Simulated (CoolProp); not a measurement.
Vapour-liquid equilibrium of propylene (1) + R142b (2) at 0.144 MPa; x and y are mole fractions of (1).

Model: multi-fluid Helmholtz-energy mixture model, Lemmon 2013 and Lemmon 2006; pair parameters Bell 2016, in CoolProp.

```
x     bubble temperature, mixture model (°C)  bubble temperature, Raoult's law (°C)  y, mixture model  y, Raoult's law
----  --------------------------------------  -------------------------------------  ----------------  ---------------
0.05                                    -4.6                                   -4.0             0.193            0.180
0.15                                   -12.3                                  -10.6        (withheld)            0.437
0.25                                   -18.5                                  -16.1        (withheld)            0.606
0.35                              (withheld)                                  -20.8        (withheld)            0.722
0.45                                   -27.1                                  -24.8             0.809            0.804
0.55                              (withheld)                                  -28.2             0.860            0.864
0.65                              (withheld)                                  -31.3             0.899            0.909
0.75                                   -34.9                                  -34.0        (withheld)            0.943
0.85                              (withheld)                                  -36.4             0.959            0.970
0.95                                   -38.7                                  -38.6             0.986            0.991
```

**Question.** Some entries are withheld; supply them.

**Answer.** 
- 0.15, y, mixture model: 0.463
- 0.25, y, mixture model: 0.631
- 0.35, bubble temperature, mixture model (°C): -23.3
- 0.35, y, mixture model: 0.737
- 0.55, bubble temperature, mixture model (°C): -30.2
- 0.65, bubble temperature, mixture model (°C): -32.7
- 0.75, y, mixture model: 0.930
- 0.85, bubble temperature, mixture model (°C): -36.8

The largest gap from Raoult's law is -2.5 K in bubble temperature, at x = 0.35. No azeotrope shows between x = 0.05 and 0.95.

Pair parameters are fitted to limited data, so mixtures are less certain than the pure fluids.
